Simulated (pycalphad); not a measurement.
# Phase fractions of Mg-1.19Si-3.83Al (at.%)

Source of the numbers: pycalphad with the COST 507 light-alloy database (1999); pressure 1 atm. The database dates from 1999; later assessments differ in places, in temperatures and in the compounds included. Phase fractions are per mole of atoms. Diffusion is slow at the low end, where real alloys seldom reach equilibrium.

```tsv
T (K)	liquid	hcp	MG2SI	ALMG_GAMMA
900	1.000	-	-	-
850	0.093	0.874	0.033	-
800	-	0.964	0.036	-
750	-	0.964	0.036	-
700	-	0.964	0.036	-
650	-	0.964	0.036	-
600	-	0.964	0.036	-
550	-	0.964	0.036	-
500	-	0.951	0.036	0.014
450	-	[?]	0.036	[?]
400	-	0.900	0.036	0.064
350	-	0.887	0.036	0.078
```

Task: Fill in the missing entries.

Result: 
- 450, hcp: 0.921
- 450, ALMG_GAMMA: 0.043

Database names, with the compositions (at.%) that they take in these runs: MG2SI: Mg 67 Si 33; ALMG_GAMMA: Mg 59 Al 41.
